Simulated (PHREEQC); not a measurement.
Consider water at 20 °C with 0.75 mol/kgw LiBr, 0.16 mol/kgw MgSO4 and 0.0019 mol/kgw H4SiO4. Closed to the air; pH follows from the charge balance.

The numbers come from PHREEQC with the Pitzer model, pitzer.dat.

Each row changes one thing in this solution. No solid was allowed to form.

```tsv
case	pH	H3SiO4- (mol/kgw)	HSO4- (mol/kgw)	MgOH+ (mol/kgw)	SI of SiO2(a) (SiO2)	SI of Epsomite (MgSO4:7H2O)
as made	6.21	1.51e-6	9.93e-7	1.30e-7	+0.13	-1.61
temperature from 20 to 15 °C	6.23	1.33e-6	8.16e-7	8.94e-8	[?]	-1.56
diluted 100-fold with water	7.01	2.74e-8	8.64e-9	1.11e-8	-2.01	-4.16
0.055 mol/kgw KCl added	6.20	1.50e-6	9.80e-7	1.26e-7	+0.13	-1.63
diluted 2-fold with water	6.42	8.02e-7	4.54e-7	8.79e-8	-0.25	-1.97
H4SiO4 from 0.0019 to 0.00095 mol/kgw	[?]	1.02e-6	7.36e-7	1.76e-7	-0.18	-1.61
diluted 10-fold with water	6.76	2.05e-7	8.31e-8	4.12e-8	-1.00	-2.79
```

Problem. Some entries are withheld; supply them.

Solution. 
- temperature from 20 to 15 °C, SI of SiO2(a) (SiO2): +0.17
- H4SiO4 from 0.0019 to 0.00095 mol/kgw, pH: 6.33

Some of these states are supersaturated (in SiO2(a), for instance). In brines, pH and single-ion activities rest on the MacInnes convention.
